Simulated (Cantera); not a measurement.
Gas mixture: NO = 0.095 (molar parts), at 5.90 bar, frozen composition.

Cantera's kinetic-theory transport with the Lennard-Jones parameters of GRI-Mech 3.0, ideal gas; thermal conductivity in the mixture-averaged form. The composition is frozen, though it would react at the higher temperatures.

One state of this run: ρ (kg/m³) = 1.64; cp (J/kg/K) = 1171; μ (µPa s) = 50.9; λ (mW/m/K) = 84.5; Pr = 0.706; D (cm²/s) H = 2.58; D (cm²/s) OH = 0.642; D (cm²/s) H2O = 0.555. D: mixture-averaged diffusion coefficient of that species in the mixture.

Q: Which value of T (K) does it belong to?
A. 1450
B. 700
C. 1300
D. 550

A: C, 1300
